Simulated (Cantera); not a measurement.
A perfectly stirred reactor is fed with H₂ : O₂ : N₂ = 1 : 0.625 : 2.35 (molar parts), equivalence ratio 0.80, at 1.00 bar; it is adiabatic with a 400 K inlet, and is followed from long to short residence time, starting on the burning branch (τ in s: 0.08, 0.035, 0.016, 0.0068, 0.003, 0.0013, 0.00058, 0.00026, 0.00011, 5e-05, 2.2e-05, 9.6e-06).

Detailed kinetics in Cantera: the H2/O2 subset of GRI-Mech 3.0, which has no nitrogen chemistry.

One state of this run: T (K) = 2160; x H₂ = 0.00805; x O₂ = 0.0363; x H₂O₂ = 2.72e-7; x OH = 0.0110; x H₂O = 0.270. x: mole fraction; the columns are a selection and need not sum to one.

### Question
Which value of τ (s) does it belong to?
(A) 0.016
(B) 0.035
(C) 0.0030
(D) 2.2e-5

### Answer
C, 0.0030
